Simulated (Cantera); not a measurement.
## Equilibrium for carbothermic reduction: Cu2O + CH4 + CO

Charge: 1 mol Cu2O, 2.4 mol CH4, 0.014 mol CO, held at 0.700 bar.

Cantera equilibrium calculation (NASA polynomials, part measured and part estimated; ideal gas, pure solids and liquids). Candidate condensed phases: C, C6H6, C7H8, C8H18, Cu, CuO, Cu(OH)2, Cu2O, H2O; 113 gas species. Kinetics and transport are ignored.

From 1698 K to 2448 K the condensed part is C(graphite) + Cu(l). The main Cu-bearing gas is Cu throughout. The share of Cu in condensed phases is highest at 1698 K (99.9 %) and lowest at 2448 K (33.4 %).

```
T (K)   x H2      x Cu   x CO       x H  x C2H2 (acetylene)     x Cu2     x CH4  n C(graphite)  n Cu(l)
-----  -----  --------  -----  --------  ------------------  --------  --------  -------------  -------
1698   0.825  0.000221  0.174  0.000157             5.94e-5   2.65e-7  0.000525           1.40     2.00
1773   0.824  0.000563  0.174  0.000309            0.000115   9.59e-7  0.000401           1.40     2.00
1848   0.823   0.00133  0.174  0.000575            0.000212   3.11e-6  0.000313           1.40     1.99
1923   0.822   0.00292  0.174   0.00102            0.000371   9.17e-6  0.000248           1.39     1.98
1998   0.818   0.00604  0.173   0.00173            0.000620   2.48e-5  0.000200           1.39     1.96
2073   0.812    0.0118  0.172   0.00283            0.000995   6.21e-5  0.000163           1.39     1.93
2148   0.801    0.0221  0.170   0.00446             0.00153  0.000145  0.000133           1.38     1.87
2223   0.784    0.0394  0.167   0.00678             0.00228  0.000320  0.000108           1.37     1.76
2298   0.757    0.0677  0.162   0.00996             0.00324  0.000666   8.61e-5           1.36     1.57
2373   0.714     0.112  0.153    0.0141             0.00440   0.00132   6.67e-5           1.34     1.24
2448   0.652     0.180  0.141    0.0192             0.00563   0.00250   4.86e-5           1.32    0.668
```
x: gas mole fraction; n: condensed amount in mol.
